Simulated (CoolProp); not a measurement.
500 sccm (0 °C, 1 atm) of nitrogen bubbles through liquid hexamethyldisiloxane (MM) at 274.6 K and leaves saturated at a total pressure of 0.0333 MPa (ideal gas phase). Each further row changes one setting.

Model: reference Helmholtz-energy equation of state, Thol 2016, in CoolProp.

```json
[
 {"case": "as stated", "vapour pressure (kPa)": "1.48", "mole fraction of vapour": "0.0446", "delivery (mg/min)": "169", "delivery (sccm)": "23.3", "change of delivery for a bath 1 K warmer (%)": "6.7"},
 {"case": "bath temperature 279.6 K", "vapour pressure (kPa)": "2.01", "mole fraction of vapour": "0.0604", "delivery (mg/min)": "233", "delivery (sccm)": "32.2", "change of delivery for a bath 1 K warmer (%)": "6.5"},
 {"case": "total pressure 0.0666 MPa", "vapour pressure (kPa)": "1.48", "mole fraction of vapour": "0.0223", "delivery (mg/min)": "82.6", "delivery (sccm)": "11.4", "change of delivery for a bath 1 K warmer (%)": "6.5"}
]
```
